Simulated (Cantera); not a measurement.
Input (Python, Cantera):

```python
import numpy as np
import cantera as ct

gas = ct.Solution("gri30.yaml", transport_model="mixture-averaged")
show = ['CH3', 'H', 'CH4']

rows = []
print(f"{'T/K':>7s}{'rho':>11s}{'cp':>10s}{'mu':>11s}{'lambda':>11s}{'Pr':>7s}" + "".join(f"{'D_' + s:>11s}" for s in show))
for T in [400, 600, 800, 1000, 1200, 1400]:
    gas.TPX = T, 1300, {'N2O': 0.82}
    Pr = gas.cp_mass * gas.viscosity / gas.thermal_conductivity
    D = [gas.mix_diff_coeffs_mole[gas.species_index(s)] for s in show]
    rows.append([gas.density, gas.cp_mass, gas.viscosity, gas.thermal_conductivity, Pr, *D])
    print(f"{T:7g}{gas.density:11.4e}{gas.cp_mass:10.1f}{gas.viscosity:11.4e}"
          f"{gas.thermal_conductivity:11.4e}{Pr:7.3f}" + "".join(f"{d:11.4e}" for d in D))
print("SI units: kg/m3, J/kg/K, Pa s, W/m/K, m2/s")
```

Result:

```
    T/K        rho        cp         mu     lambda     Pr      D_CH3        D_H      D_CH4
    400 1.7204e-02     970.3 1.9459e-05 2.5465e-02  0.741 2.2813e-03 1.2941e-02 2.2658e-03
    600 1.1469e-02    1101.3 2.7324e-05 4.0717e-02  0.739 4.7101e-03 2.6726e-02 4.6751e-03
    800 8.6020e-03    1191.6 3.4048e-05 5.4884e-02  0.739 7.7623e-03 4.4051e-02 7.7022e-03
   1000 6.8816e-03    1254.7 4.0022e-05 6.7953e-02  0.739 1.1366e-02 6.4508e-02 1.1276e-02
   1200 5.7347e-03    1294.3 4.5464e-05 8.0076e-02  0.735 1.5475e-02 8.7831e-02 1.5351e-02
   1400 4.9154e-03    1326.8 5.0510e-05 9.1407e-02  0.733 2.0055e-02 1.1382e-01 1.9892e-02
SI units: kg/m3, J/kg/K, Pa s, W/m/K, m2/s
```

Detailed kinetics in Cantera: GRI-Mech 3.0 (53 species, 325 reactions). The composition is frozen, though it would react at the higher temperatures.
